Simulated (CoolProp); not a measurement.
Vapour-liquid equilibrium of n-hexane (1) + toluene (2) at 8.69 kPa; x and y are mole fractions of (1).

Values from CoolProp's multi-fluid Helmholtz-energy mixture model, Thol 2019 and Lemmon 2006; pair parameters Bell 2016.

Problem. Give the bubble temperature and the first vapour's composition at x = 0.2, 0.5, 0.95. Is there an azeotrope?

Solution. x = 0.2: 298.2 K, y = 0.640; x = 0.5: 288.6 K, y = 0.848; x = 0.95: 280.9 K, y = 0.986. No azeotrope shows between x = 0.05 and 0.95.

Pair parameters are fitted to limited data, so mixtures are less certain than the pure fluids.
